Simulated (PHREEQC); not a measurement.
Model water analysis in mmol/kgw, 25 °C, pH 2.48, pe 11.2: Na 0.746; K 4.29; Ca 9.51; Mg 7.95; Cl 3.67; S(6) 15.7; Sr 0.166.

Valence states are taken as typed.

Equilibrium calculation in PHREEQC: ion-association model, phreeqc.dat.

### Question
The ionic strength comes out as 0.0502 mol/kgw. What activity coefficients do Na+, Cl-, Sr+2, Ca+2, SO4-2 get?

### Answer
Na+ 0.82, Cl- 0.81, Sr+2 0.48, Ca+2 0.47, SO4-2 0.46.

This is a speciation only: nothing precipitates in the calculation. Complexes and solids missing from the database can't appear.
